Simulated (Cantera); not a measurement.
# Low-pressure radical oxidation in H2/O2

An isothermal, constant-pressure homogeneous reactor starts with 0.669 % H₂, 69.0 % O₂, 30.4 % N₂, at 1225 K and 0.00890 bar.

Computed with Cantera and the H2/O2 subset of GRI-Mech 3.0, which has no nitrogen chemistry. Radical loss at walls, strong at low pressure, is not modelled.

```
t (s)         x H₂   x O₂    x H₂O₂       x H    x HO₂
--------  --------  -----  --------  --------  -------
0.000400   0.00669  0.690    <1e-12  5.23e-10  1.80e-9
0.000768   0.00669  0.690    <1e-12  8.29e-10  3.46e-9
0.00147    0.00669  0.690  2.12e-12   1.78e-9  6.64e-9
0.00283    0.00669  0.690  7.61e-12   6.65e-9  1.28e-8
0.00543    0.00669  0.690  2.70e-11   7.40e-8  2.57e-8
0.0104     0.00659  0.690  1.98e-10   7.16e-6  1.55e-7
0.0200    0.000415  0.684   2.34e-8  0.000432  5.71e-7
0.0384     2.74e-5  0.684   7.85e-9  0.000261  3.76e-7
0.0737     2.54e-5  0.684   7.73e-9  0.000240  3.66e-7
0.141      2.31e-5  0.684   7.64e-9  0.000207  3.50e-7
0.271      1.94e-5  0.685   7.47e-9  0.000158  3.22e-7
0.521      1.44e-5  0.686   7.10e-9   9.99e-5  2.78e-7
1.00       8.87e-6  0.687   6.40e-9   4.80e-5  2.18e-7
```
x: mole fraction; the columns are a selection and need not sum to one.

Equilibrium at this temperature and pressure: H₂ 1.82e-9, O₂ 0.689, H₂O₂ 1.57e-11, H 1.42e-10, HO₂ 3.41e-9 (gas phase only).
